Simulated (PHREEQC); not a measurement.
Consider water at 18 °C with 52 mmol/kgw NaCl, 35 mmol/kgw KCl and 170 mmol/kgw MgCl2. Closed to the air; pH follows from the charge balance.

Equilibrium calculation in PHREEQC: ion-association model, phreeqc.dat.

Each row changes one thing in this solution. Precipitation was switched off in this run.

| case | pH | MgOH+ (mol/kgw) | SI of Halite (NaCl) |
|---|---|---|---|
| as made | 6.49 | 4.02e-7 | -3.55 |
| NaCl from 0.052 to 0.0572 mol/kgw | 6.49 | 4.02e-7 | -3.51 |
| KCl replaced by ZnCl2 at the same molality | 5.21 | 2.13e-8 | -3.53 |
| temperature from 18 to 70 °C | 5.61 | 3.17e-6 | -3.63 |
| diluted 100-fold with water | 7.04 | 2.81e-8 | -7.29 |

Constants without temperature data keep their 25 °C values here.
